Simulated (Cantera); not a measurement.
Cantera run, input and output.

```python
import numpy as np
import cantera as ct

gas = ct.Solution("gri30.yaml")
gas.TPX = 1475, 210000, {'CH4': 1, 'O2': 1.05, 'N2': 6.8}
reactor = ct.IdealGasReactor(gas, energy="on", clone=False)
net = ct.ReactorNet([reactor])
net.rtol, net.atol = 1e-08, 1e-16
show = ['CH4', 'O2', 'N2O', 'NO', 'HO2', 'C2H4']
times = np.geomspace(3e-06, 5, 14)

steps = ct.SolutionArray(gas, extra=["t"])
rows = []
print(f"{'t/s':>10s}{'T/K':>9s}{'P/Pa':>11s}" + "".join(f"{s:>11s}" for s in show))
for t in times:
    while net.time < t:
        t_next = net.step()
        steps.append(gas.state, t=t_next)
    rows.append([np.interp(t, steps.t, y) for y in (steps.T, steps.P, *steps(*show).X.T)])
    print(f"{t:10.3e}{rows[-1][0]:9.1f}{rows[-1][1]:11.4g}" + "".join(f"{x:11.3e}" for x in rows[-1][2:]))
rate = np.gradient(steps.T, steps.t)
print("integrator steps:", len(steps.t))
if steps.T.max() > steps.T[0] + 200:
    print(f"time of steepest temperature rise: {steps.t[rate.argmax()]:.4e} s")
gas.TPX = 1475, 210000, {'CH4': 1, 'O2': 1.05, 'N2': 6.8}
gas.equilibrate("UV")
print(f"equilibrium (UV): T = {gas.T:.1f} K  " + "  ".join(f"{s} {gas[s].X[0]:.3e}" for s in show))
```

Result:

```
       t/s      T/K       P/Pa        CH4         O2        N2O         NO        HO2       C2H4
 3.000e-06   1475.0    2.1e+05  1.130e-01  1.186e-01  3.593e-13  7.186e-17  2.530e-07  9.690e-13
 9.031e-06   1475.0    2.1e+05  1.130e-01  1.186e-01  2.552e-12  2.944e-16  7.242e-07  4.487e-11
 2.718e-05   1475.0    2.1e+05  1.130e-01  1.186e-01  1.922e-11  1.464e-15  1.854e-06  1.923e-09
 8.183e-05   1474.9    2.1e+05  1.130e-01  1.186e-01  1.214e-10  1.160e-14  3.181e-06  1.030e-07
 2.463e-04   1475.5  2.101e+05  1.127e-01  1.185e-01  5.014e-10  1.167e-13  3.587e-06  4.166e-06
 7.415e-04   1481.9   2.11e+05  1.112e-01  1.177e-01  2.883e-09  1.077e-12  1.030e-05  6.801e-05
 2.232e-03   2526.7  3.995e+05  7.687e-11  1.012e-05  2.674e-08  3.244e-04  1.228e-08  4.430e-16
 6.720e-03   2527.8  3.997e+05  4.581e-11  1.043e-05  1.736e-08  1.773e-04  1.267e-08  2.185e-17
 2.023e-02   2528.0  3.997e+05  4.557e-11  1.045e-05  1.666e-08  1.601e-04  1.270e-08  2.172e-17
 6.089e-02   2528.0  3.997e+05  4.557e-11  1.045e-05  1.666e-08  1.601e-04  1.270e-08  2.172e-17
 1.833e-01   2528.0  3.997e+05  4.557e-11  1.045e-05  1.666e-08  1.601e-04  1.270e-08  2.172e-17
 5.518e-01   2528.0  3.997e+05  4.557e-11  1.045e-05  1.666e-08  1.601e-04  1.270e-08  2.172e-17
 1.661e+00   2528.0  3.997e+05  4.557e-11  1.045e-05  1.666e-08  1.601e-04  1.270e-08  2.172e-17
 5.000e+00   2528.0  3.997e+05  4.557e-11  1.045e-05  1.666e-08  1.601e-04  1.270e-08  2.172e-17
integrator steps: 2094
time of steepest temperature rise: 1.7927e-03 s
equilibrium (UV): T = 2528.0 K  CH4 5.119e-11  O2 1.045e-05  N2O 1.666e-08  NO 1.601e-04  HO2 1.270e-08  C2H4 2.398e-17
```

Detailed kinetics in Cantera: GRI-Mech 3.0 (53 species, 325 reactions).
